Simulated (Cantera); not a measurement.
Feed: 1 mol BN, 50 mol HCl, 11 mol N2, held at 71000 Pa.

Method: chemical equilibrium by Gibbs-energy minimisation in Cantera with the NASA 1993 tables (ideal gas, pure condensed phases). Candidate condensed phases: B, BN, NH4Cl; 21 gas species. Gases not in the tables: BHCl2. Kinetics and transport are ignored.

Question: Which condensed phases are stable at each of these points (T (K)): 1123, 1198, 1273, 1348, 1423, 1498, 1573, 1648, 1723, 1798, 1873?

Answer: 
```tsv
T (K)	condensed phases	B condensed (%)
1123	BN(s)	54.5
1198	BN(s)	36.2
1273	BN(s)	14.6
1348	gas only	0.0
1423	gas only	0.0
1498	gas only	0.0
1573	gas only	0.0
1648	gas only	0.0
1723	gas only	0.0
1798	gas only	0.0
1873	gas only	0.0
```

From 1123 K to 1273 K the condensed part is BN(s). From 1348 K to 1873 K nothing is condensed.
